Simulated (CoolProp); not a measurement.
Vapour-liquid equilibrium of carbonyl sulfide (1) + propane (2) at 1500 kPa; x and y are mole fractions of (1).

Values from CoolProp's multi-fluid Helmholtz-energy mixture model, Lemmon 2006 and Lemmon 2009; pair parameters Bell 2016.

Problem. Give the bubble temperature and the first vapour's composition at x = 0.45, 0.55, 0.95. Is there an azeotrope?

Solution. x = 0.45: 310.7 K, y = 0.499; x = 0.55: 309.6 K, y = 0.597; x = 0.95: 305.2 K, y = 0.960. No azeotrope shows between x = 0.05 and 0.95.

The pair parameters rest on a limited set of measurements; away from them the model extrapolates.
